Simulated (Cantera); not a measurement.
**Fe2O3 + H2 + H2O (hydrogen reduction and annealing atmospheres)**

Input: 1 mol Fe2O3, a varied amount of H2, 9.2 mol H2O, at 33.0 Pa.

Equilibrium computed with Cantera from the NASA thermochemical tables; the gas is ideal and each condensed phase is pure. Candidate condensed phases: Fe, FeO, Fe(OH)2, Fe(OH)3, Fe2O3, Fe3O4, H2O; 12 gas species. Mutual solubility and eutectic melting of coexisting phases are not modelled. The tables' stoichiometric FeO is somewhat more stable than real wüstite, so its field is too wide. FeO: taken at fixed stoichiometry. Rates play no part.

Problem. Map the stable condensed phases over T = 1173, 1223, 1273, 1323, 1373, 1423, 1473, 1523, 1573, 1623, 1673, 1723 K and n(H2) in mol = 18, 41, 95, 220, 510, 1200, 2800.

Solution. 
```
T in K \ n(H2) in mol
           18   41   95  220  510 1200 2800
   1723     A    B    C    C    C    C    C
   1673     A    B    B    C    C    C    C
   1623     A    B    B    B    C    C    C
   1573     A    B    B    B    B    C    C
   1523     A    B    B    B    B    B    C
   1473     A    B    B    B    B    B    B
   1423     A    B    B    B    B    B    B
   1373     A    B    B    B    B    B    B
   1323     A    B    B    B    B    B    B
   1273     A    D    B    B    B    B    B
   1223     A    D    B    B    B    B    B
   1173     A    D    B    B    B    B    B
```
A: FeO; B: Fe; C: gas only; D: Fe + FeO.
